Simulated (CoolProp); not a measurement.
Model: reference Helmholtz-energy equation of state, Lemmon 2013, in CoolProp.

Task: For propylene, give the phase and the cp (kJ/(kg K)), speed of sound (m/s), expansivity (1/kK), Prandtl number at -100.15 °C and 0.515 MPa; 46.75 °C and 0.515 MPa.

Result: 
- -100.15 °C and 0.515 MPa: liquid; cp 2.07, speed of sound 1530, expansivity 1.68, Prandtl number 4.94
- 46.75 °C and 0.515 MPa: gas; cp 1.70, speed of sound 256, expansivity 3.80, Prandtl number 0.797

Viscosity comes from a separate model (Huber 2003), an estimate that may be off by 10 % or more. Thermal conductivity comes from a separate model (Huber 2003), an estimate that may be off by 10 % or more.
